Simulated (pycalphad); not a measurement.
# Effect of Si content in Al-Mg-Si

Computed with pycalphad from the COST 507 light-alloy database (1999), at 1 atm. The data set is of 1999 and partly superseded. Amounts are mole fractions of atoms.

| alloy | liquidus (K) | first solid | solidus (K) | phases at 490 K |
|---|---|---|---|---|
| Al-0.26Mg-1.67Si (at.%) | (withheld) | FCC_A1 | 843 | (withheld) |
| Al-0.26Mg-3.33Si (at.%) | 912 | FCC_A1 | 843 | FCC_A1 0.96, DIAMOND_A4 0.03, MG2SI under 0.01 |
| Al-0.26Mg-9.99Si (at.%) | 865 | FCC_A1 | 843 | FCC_A1 0.90, DIAMOND_A4 0.10, MG2SI under 0.01 |
| Al-0.26Mg-13.32Si (at.%) | 869 | DIAMOND_A4 | 842 | FCC_A1 0.86, DIAMOND_A4 0.13, MG2SI under 0.01 |

What belongs in the gaps?


- Al-0.26Mg-1.67Si (at.%), liquidus (K): 922
- Al-0.26Mg-1.67Si (at.%), phases at 490 K: FCC_A1 0.98, DIAMOND_A4 0.02, MG2SI under 0.01

Database names, with the compositions (at.%) that they take in these runs: MG2SI: Mg 67 Si 33. FCC_A1 is fcc; DIAMOND_A4 is diamond (Si).
